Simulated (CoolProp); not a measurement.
A closed Brayton cycle with dry air: compressor inlet 306.15 K and 0.28 MPa, high pressure 0.631 MPa, turbine inlet 670 K, compressor efficiency 0.8, turbine efficiency 0.85, recuperator effectiveness 0.9 (on enthalpy, no pinch check). Each further row changes one setting.

The numbers come from the reference Helmholtz-energy equation of state, Lemmon 2000 in CoolProp. It is a pseudo-pure fit of the blend.

```
case                           thermal efficiency (%)  net work (kJ/kg)  compressor to turbine work  compressor exit (K)  turbine exit (K)
-----------------------------  ----------------------  ----------------  --------------------------  -------------------  ----------------
as stated                                        14.0              18.9                        0.84                405.8             556.9
turbine inlet 620 K                               8.1              9.86                        0.91                405.8             514.4
compressor inlet 316.15 K                        11.7              15.6                        0.87                418.9             556.9
high pressure 0.536 MPa                          16.2              19.1                        0.80                384.0             577.8
recuperator effectiveness 0.5                     9.6              18.9                        0.84                405.8             556.9
```
